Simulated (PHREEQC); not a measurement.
NH3 is added in steps, without added water, to 1 kg of water holding 47 mmol/kgw HF, 0.67 mmol/kgw NH4HF2, 2.2 mmol/kgw H2SiF6 and 69 mmol/kgw H3PO4, at 20 °C. O2 is buffered at 0.21 atm. The system is closed to CO2. The run lets SiO2(a) precipitate or redissolve, and no other solid.

Base run: PHREEQC, ion-association model, wateq4f.dat. Each further column changes one thing. The table gives pH.

```
NH3 added (mol)  base  Debye-Hückel limiting law  all activity coefficients set to 1  metal-ligand complexes left out  Davies equation for every ion
---------------  ----  -------------------------  ----------------------------------  -------------------------------  -----------------------------
0                1.66                       1.67                                1.65                             1.66                           1.67
0.04125          2.19                       2.18                                2.23                             2.19                           2.19
0.1031           3.42                       3.38                                3.54                             3.42                           3.43
0.1444           6.27                       6.05                                6.64                             6.27                           6.28
0.1856           7.38                       7.07                                7.73                             7.38                           7.40
0.2269           8.69                       8.68                                8.71                             8.69                           8.69
0.2888           9.18                       9.18                                9.19                             9.18                           9.18
0.33             9.35                       9.34                                9.35                             9.35                           9.35
```

wateq4f.dat counts part of the HF as a dimer, H2F2, which phreeqc.dat doesn't know; its constant is uncertain. H3PO4, which wateq4f.dat lacks, is added to it with the constant of phreeqc.dat. SiF6-2 is the database's only silicon fluoride.
